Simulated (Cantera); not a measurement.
Input (Python, Cantera) and output of one run.

```python
import numpy as np
import cantera as ct

gas_names = [...]  # 92 gases of nasa_gas.yaml made of C, H, N
cond_names = """
    C(gr) C6H6(L) C7H8(L) C8H18(L),n-octa
""".split()


# ... load() reads the species with a 1 bar reference pressure and builds the phases ...
atoms = {
    'C3H8': {'C': 3, 'H': 8},
    'NH3': {'N': 1, 'H': 3},
    'H2': {'H': 2},
}
top_T = {'C(gr)': 4500}  # K; cautious upper limits of use, not melting points


# ... equilibrate(T, P, feed) seeds the gas with the atoms and calls Mixture.equilibrate('TP', solver="vcs", rtol=1e-11, max_steps=5000) ...
results = []
feed = {'C3H8': 1, 'NH3': 0.05, 'H2': 0.88}  # mol
T = 1423  # K
P = 7600  # Pa
mix = equilibrate(T, P, feed)
results.append((T, P, feed, dict(zip(mix.species_names, mix.species_moles))))
print(gas.report(threshold=1e-06))
for i in range(1, mix.n_phases):
    print(f"{mix.phase(i).name:16s} {mix.phase_moles(i):12.5e} mol")
```

Result:

```
       temperature   1423 K
          pressure   7600 Pa
           density   0.0013818 kg/m^3
  mean mol. weight   2.1511 kg/kmol
   phase of matter   gas

                          1 kg             1 kmol
                     ---------------   ---------------
          enthalpy        1.5743e+07        3.3866e+07  J
   internal energy        1.0243e+07        2.2034e+07  J
           entropy             92630        1.9926e+05  J/K
    Gibbs function       -1.1607e+08       -2.4968e+08  J
 heat capacity c_p             14911             32075  J/K
 heat capacity c_v             11046             23761  J/K

                      mass frac. Y      mole frac. X     chem. pot. / RT
                     ---------------   ---------------   ---------------
               CH4         0.0021356        0.00028636           -44.159
    C2H2,acetylene        4.1334e-05        3.4148e-06           -25.219
                 H         1.126e-05         2.403e-05           -10.516
               HCN        0.00052821        4.2043e-05           -29.473
                H2           0.93216           0.99464           -21.033
                N2          0.065114             0.005           -33.727
     [  +86 minor]        1.3397e-05        1.2757e-06

C(gr)             2.99833e+00 mol
```

Equilibrium computed with Cantera from the NASA thermochemical tables; the gas is ideal and each condensed phase is pure.
